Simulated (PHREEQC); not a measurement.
# Metal-bearing waste water

A solution holds 0.0045 mol/kgw FeCl3, 0.011 mol/kgw CaCl2 and 0.00071 mol/kgw Na2SO4, at 20 °C. Closed to the air; pH follows from the charge balance.

Model: ion-association model, wateq4f.dat, run in PHREEQC.

This is a speciation only: nothing precipitates in the calculation.

### Question
Predict the pH, ionic strength.

### Answer
pH 2.67; ionic strength 0.0549 mol/kgw.

### Question
In which forms is S present?

### Answer
FeSO4+ 50 %, SO4-2 32 %, CaSO4 14 %, HSO4- 3.3 %, FeHSO4+2 0.5 % of the S.

Saturation is exceeded, for instance for Hematite (slow to form), Goethite (slow to form); the values hold only as long as no solid forms.
